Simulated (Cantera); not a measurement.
Input: 1 mol CO2, 1.2 mol H2, at 3123 K and 1330 Pa.

Equilibrium computed with Cantera from the NASA thermochemical tables; the gas is ideal and each condensed phase is pure. Candidate condensed phases: C, C6H6, C7H8, C8H18, H2O; 110 gas species. Kinetics and transport are ignored.

Base state: H 0.454, CO 0.250, O 0.176, H2 0.0533, OH 0.0342, O2 0.0144, H2O 0.0111, CO2 0.00678 (mole fractions); condensed: gas only.

Task: What changes in the equilibrium state with this change: CO2 replaced by N2O?

Result: 
| species | before | after |
|---|---|---|
| H | 0.454 | 0.453 |
| N2 | 0 | 0.252 |
| O | 0.176 | 0.175 |
| CO | 0.250 | 0 |
| NO | 0 | 0.00809 |
| O2 | 0.0144 | 0.0141 |
| H2O | 0.0111 | 0.0109 |
| OH | 0.0342 | 0.0339 |
| H2 | 0.0533 | 0.0530 |
| CO2 | 0.00678 | 0 |
| N | 0 | 0.000130 |
